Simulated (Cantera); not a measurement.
## Abatement and gas-phase synthesis: N₂O + O₂ + N₂

A closed system holds: 1 mol N₂O, 2.7 mol O₂, 10 mol N₂, at 1 atm.

Method: chemical equilibrium by Gibbs-energy minimisation in Cantera with the NASA 1993 tables (ideal gas, pure condensed phases). Ions and electrons are included (thermal ionisation). Equilibrium is a limit: real reactors are often held back by kinetics, nucleation or transport.

From 1727 °C to 4727 °C nothing is condensed.

| T (°C) | x N₂ | x O | x O₂ | x NO | x N | x NO+ | x e- | x NO₂ |
|---|---|---|---|---|---|---|---|---|
| 1727 | 0.771 | 0.000313 | 0.221 | 0.00777 | 7.87e-10 | <1e-12 | <1e-12 | 1.39e-5 |
| 2227 | 0.761 | 0.00660 | 0.210 | 0.0226 | 2.53e-7 | 4.46e-10 | 4.29e-10 | 2.03e-5 |
| 2727 | 0.735 | 0.0471 | 0.175 | 0.0421 | 1.19e-5 | 2.72e-8 | 2.62e-8 | 2.25e-5 |
| 3227 | 0.687 | 0.157 | 0.103 | 0.0524 | 0.000182 | 4.70e-7 | 4.56e-7 | 1.60e-5 |
| 3727 | 0.645 | 0.275 | 0.0347 | 0.0434 | 0.00142 | 3.40e-6 | 3.34e-6 | 6.20e-6 |
| 4227 | 0.627 | 0.328 | 0.00883 | 0.0291 | 0.00708 | 1.42e-5 | 1.41e-5 | 1.79e-6 |
| 4727 | 0.609 | 0.343 | 0.00244 | 0.0191 | 0.0257 | 4.30e-5 | 4.29e-5 | 5.49e-7 |
x: gas mole fraction; nothing condenses.
